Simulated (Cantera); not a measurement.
Cantera run:

```python
import numpy as np
import cantera as ct

gas_names = """
    C CO CO2 C2 C2O C3 C3O2 C4 C5 Cu CuO Cu2 O O2 O3
""".split()
cond_names = """
    C(gr) Cu(cr) Cu(L) CuO(s) Cu2O(s) Cu2O(L)
""".split()


# ... load() reads the species with a 1 bar reference pressure and builds the phases ...
atoms = {
    'CuO': {'Cu': 1, 'O': 1},
    'C': {'C': 1},
    'CO': {'C': 1, 'O': 1},
}
top_T = {'C(gr)': 4500, 'CuO(s)': 1390}  # K; cautious upper limits of use, not melting points


# ... equilibrate(T, P, feed) seeds the gas with the atoms and calls Mixture.equilibrate('TP', solver="vcs", rtol=1e-11, max_steps=5000) ...
results = []
feed = {'CuO': 1, 'C': 3.7, 'CO': 0.014}  # mol
T = 973.15  # K
P = 100000  # Pa
mix = equilibrate(T, P, feed)
results.append((T, P, feed, dict(zip(mix.species_names, mix.species_moles))))
x = sorted(zip(gas.X, gas.species_names), reverse=True)
print(f"T = {T:g} K  P = {P:g} Pa  gas = {mix.phase_moles(0):.4g} mol")
print("   x: " + "  ".join(f"{s} {v:.3e}" for v, s in x if v > 1e-06))
print("   condensed (mol): " + ("  ".join(f"{mix.phase(i).name} {mix.phase_moles(i):.4g}"
      for i in range(1, mix.n_phases) if mix.phase_moles(i) > 1e-12) or "none"))
```

It prints:

```
T = 973.15 K  P = 100000 Pa  gas = 0.7338 mol
   x: CO 6.181e-01  CO2 3.819e-01
   condensed (mol): C(gr) 2.98  Cu(cr) 1
```

Method: chemical equilibrium by Gibbs-energy minimisation in Cantera with the NASA 1993 tables (ideal gas, pure condensed phases).
